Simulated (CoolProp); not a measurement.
Vapour-liquid equilibrium of R13 (1) + n-butane (2) at 0.0498 MPa; x and y are mole fractions of (1).

Model: multi-fluid Helmholtz-energy mixture model, Platzer 1990 and Bücker 2006; pair parameters Bell 2016, in CoolProp. This equation is an older, rougher fit; its heat capacities, sound speeds and derivatives of the liquid may be far off and weren't checked against measurements.

**Question.** Give the bubble temperature and the first vapour's composition at x = 0.05, 0.125, 0.65. Is there an azeotrope?

**Answer.** x = 0.05: -52.9 °C, y = 0.844; x = 0.125: -71.1 °C, y = 0.958; x = 0.65: -89.1 °C, y = 0.994. No azeotrope shows between x = 0.05 and 0.95.

The pair parameters rest on a limited set of measurements; away from them the model extrapolates. With so large a gap from Raoult's law the liquid may split in two, which this calculation doesn't test in full.
